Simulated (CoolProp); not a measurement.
R142b along the isotherm 437 K: density (kg/m³) from the reference equation and from simpler models built on Tc = 410.3 K, pc = 4.055 MPa, ω = 0.232; each cubic takes its own stable root.

Model: reference Helmholtz-energy equation of state, Lemmon 2006, in CoolProp. It is a short technical equation, of lower accuracy than the large ones.

```
p (MPa)          phase  reference
-------  -------------  ---------
0.0641             gas      1.781
0.108              gas      3.010
0.183              gas      5.126
0.308              gas      8.705
0.52               gas      14.93
0.878              gas      25.91
1.48               gas      45.93
2.5                gas      85.92
4.22     supercritical      187.6
7.12     supercritical      594.1
12       supercritical      763.9
20.3     supercritical      861.9
```

**Question.** How far does each simpler model (van der Waals, Soave-Redlich-Kwong, Peng-Robinson) lie from the reference over these 12 states: mean and median of the absolute difference, and the worst?

**Answer.** 
- van der Waals: mean 6.3 %, median 0.4 %, worst -26.2 % at 437 K and 20.3 MPa
- Soave-Redlich-Kwong: mean 3.7 %, median 0.2 %, worst -17.4 % at 437 K and 7.12 MPa
- Peng-Robinson: mean 1.8 %, median 0.5 %, worst -10.4 % at 437 K and 7.12 MPa
